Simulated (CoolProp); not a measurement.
p-xylene along the isotherm 620 K: fugacity coefficient from the reference equation and from simpler models built on Tc = 616.2 K, pc = 35.32 bar, ω = 0.324; each cubic takes its own stable root.

The numbers come from the reference Helmholtz-energy equation of state, Zhou 2012 in CoolProp.

```tsv
p (bar)	phase	reference
1.36	gas	0.9857
2.72	gas	0.9716
4.07	gas	0.9577
5.43	gas	0.9438
6.79	gas	0.9299
8.15	gas	0.9162
9.51	gas	0.9026
10.9	gas	0.8887
12.2	gas	0.8759
13.6	gas	0.8621
14.9	gas	0.8493
16.3	gas	0.8357
17.7	gas	0.8221
```

Problem. How far does each simpler model (van der Waals, Redlich-Kwong, Soave-Redlich-Kwong, Peng-Robinson) lie from the reference over these 13 states: mean and median of the absolute difference, and the worst?

Solution. 
- van der Waals: mean 2.1 %, median 2.1 %, worst +3.9 % at 620 K and 17.7 bar
- Redlich-Kwong: mean 1.0 %, median 1.0 %, worst +1.8 % at 620 K and 17.7 bar
- Soave-Redlich-Kwong: mean 1.0 %, median 1.0 %, worst +1.8 % at 620 K and 17.7 bar
- Peng-Robinson: mean 0.0 %, median 0.0 %, worst -0.0 % at 620 K and 13.6 bar
